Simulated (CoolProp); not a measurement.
Toluene along the isotherm 523.8 K: Z from the reference equation and from simpler models built on Tc = 591.7 K, pc = 4.126 MPa, ω = 0.266; each cubic takes its own stable root.

Model: reference Helmholtz-energy equation of state, Lemmon 2006, in CoolProp. It is a short technical equation, of lower accuracy than the large ones.

| p (MPa) | phase | reference |
|---|---|---|
| 0.0326 | gas | 0.9957 |
| 0.0479 | gas | 0.9936 |
| 0.0703 | gas | 0.9906 |
| 0.103 | gas | 0.9862 |
| 0.151 | gas | 0.9796 |
| 0.222 | gas | 0.9698 |
| 0.326 | gas | 0.9551 |
| 0.479 | gas | 0.9329 |
| 0.703 | gas | 0.8986 |
| 1.03 | gas | 0.8441 |
| 1.51 | gas | 0.7493 |
| 2.22 | liquid | 0.07792 |
| 3.26 | liquid | 0.1131 |
| 4.79 | liquid | 0.1637 |
| 7.03 | liquid | 0.2360 |
| 10.3 | liquid | 0.3386 |

### Question
How far does each simpler model (Soave-Redlich-Kwong, Peng-Robinson) lie from the reference over these 16 states: mean and median of the absolute difference, and the worst?

### Answer
- Soave-Redlich-Kwong: mean 5.3 %, median 0.8 %, worst +18.0 % at 523.8 K and 2.22 MPa
- Peng-Robinson: mean 0.8 %, median 0.1 %, worst +4.1 % at 523.8 K and 2.22 MPa
